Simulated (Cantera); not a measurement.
Charge: 1 mol CH3SiCl3, 0.084 mol C2H2, 100 mol H2, at 2673 K and 0.0100 bar.

Cantera equilibrium calculation (NASA polynomials, part measured and part estimated; ideal gas, pure solids and liquids). Candidate condensed phases: C, C6H6, C7H8, C8H18, Si, SiC; 109 gas species. The feed counts by its element totals alone. The tables' values for SiCl are old estimates; treat these amounts as uncertain. The numbers say what is thermodynamically allowed, not how fast it happens.

Base state: H2 0.576, H 0.389, HCl 0.0157, Cl 0.00738, Si 0.00678, C2H2 (acetylene) 0.00331, SiC2 0.000749, C2H 0.000226 (mole fractions); condensed: gas only.

Question: What changes in the equilibrium state with this change: temperature from 2673 K to 1423.15 K?

Answer: 
| species | before | after |
|---|---|---|
| H2 | 0.576 | 0.971 |
| HCl | 0.0157 | 0.0291 |
| H | 0.389 | 6.56e-5 |
| SiCl2 | 2.35e-6 | 1.39e-5 |
| Si | 0.00678 | <1e-9 |
| SiC2 | 0.000749 | <1e-9 |
| C2H | 0.000226 | <1e-9 |
| C(graphite), mol | 0 | 0.165 |
| SiC(s), mol | 0 | 0.999 |
